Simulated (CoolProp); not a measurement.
A single-stage vapour-compression cycle with chloromethane (R40): evaporating at 262.15 K (dew point), condensing at 310.15 K (bubble point), superheat 2 K, subcooling 8 K, compressor efficiency 0.75, no pressure losses. Each further row changes one setting.

The numbers come from the reference Helmholtz-energy equation of state, Thol 2014 in CoolProp.

| case | cooling COP | pressure ratio | discharge temperature (K) | refrigerating effect (kJ/kg) | volumetric capacity (kJ/m³) |
|---|---|---|---|---|---|
| as stated | [?] | 4.67 | 386.4 | 352 | 1470 |
| evaporating temperature 267.15 K | 4.11 | [?] | 376.3 | [?] | 1770 |
| condensing temperature 305.15 K | [?] | 4.08 | [?] | 360 | 1500 |
| subcooling 13 K | 3.63 | 4.67 | 386.4 | 360 | 1500 |
| superheat 12 K | [?] | 4.67 | 399.2 | 361 | 1440 |
| compressor efficiency 0.65 | 3.08 | 4.67 | [?] | 352 | 1470 |

Some entries are withheld; supply them.


- as stated, cooling COP: 3.55
- evaporating temperature 267.15 K, pressure ratio: 3.87
- evaporating temperature 267.15 K, refrigerating effect (kJ/kg): 355
- condensing temperature 305.15 K, cooling COP: 4.04
- condensing temperature 305.15 K, discharge temperature (K): 374.9
- superheat 12 K, cooling COP: 3.49
- compressor efficiency 0.65, discharge temperature (K): 401.4
